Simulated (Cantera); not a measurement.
## Equilibrium for abatement and gas-phase synthesis: CO2 + SO2

Input: 1 mol CO2, 0.11 mol SO2, held at 0.0910 bar.

Method: chemical equilibrium by Gibbs-energy minimisation in Cantera with the NASA 1993 tables (ideal gas, pure condensed phases). Candidate condensed phases: C, S; 22 gas species. Rates play no part.

```json
[
 {"T (°C)": "627", "log p CO2": "-1.09", "log p CO": "-7.08", "log p O2": "-11.72", "log p O": "<-13", "log p SO2": "-2.04", "log p SO": "-9.66"},
 {"T (°C)": "827", "log p CO2": "-1.09", "log p CO": "-6.10", "log p O2": "-7.73", "log p O": "-12.47", "log p SO2": "-2.04", "log p SO": "-8.46"},
 {"T (°C)": "1027", "log p CO2": "-1.09", "log p CO": "-5.13", "log p O2": "-5.55", "log p O": "-9.53", "log p SO2": "-2.04", "log p SO": "-7.34"},
 {"T (°C)": "1227", "log p CO2": "-1.09", "log p CO": "-4.16", "log p O2": "-4.47", "log p O": "-7.63", "log p SO2": "-2.05", "log p SO": "-6.26"},
 {"T (°C)": "1427", "log p CO2": "-1.09", "log p CO": "-3.40", "log p O2": "-3.70", "log p O": "-6.20", "log p SO2": "-2.05", "log p SO": "-5.41"},
 {"T (°C)": "1627", "log p CO2": "-1.10", "log p CO": "-2.81", "log p O2": "-3.11", "log p O": "-5.08", "log p SO2": "-2.05", "log p SO": "-4.74"},
 {"T (°C)": "1827", "log p CO2": "-1.12", "log p CO": "-2.34", "log p O2": "-2.64", "log p O": "-4.18", "log p SO2": "-2.06", "log p SO": "-4.19"},
 {"T (°C)": "2027", "log p CO2": "-1.18", "log p CO": "-1.97", "log p O2": "-2.28", "log p O": "-3.44", "log p SO2": "-2.08", "log p SO": "-3.74"},
 {"T (°C)": "2227", "log p CO2": "-1.28", "log p CO": "-1.70", "log p O2": "-2.02", "log p O": "-2.85", "log p SO2": "-2.12", "log p SO": "-3.37"},
 {"T (°C)": "2427", "log p CO2": "-1.45", "log p CO": "-1.52", "log p O2": "-1.87", "log p O": "-2.38", "log p SO2": "-2.20", "log p SO": "-3.05"},
 {"T (°C)": "2627", "log p CO2": "-1.68", "log p CO": "-1.41", "log p O2": "-1.82", "log p O": "-2.01", "log p SO2": "-2.32", "log p SO": "-2.79"}
]
```
log p: log10 of the partial pressure in bar; nothing condenses.

From 627 °C to 2627 °C nothing is condensed. The main C-bearing gas is CO2 at 627 °C and CO at 2627 °C.
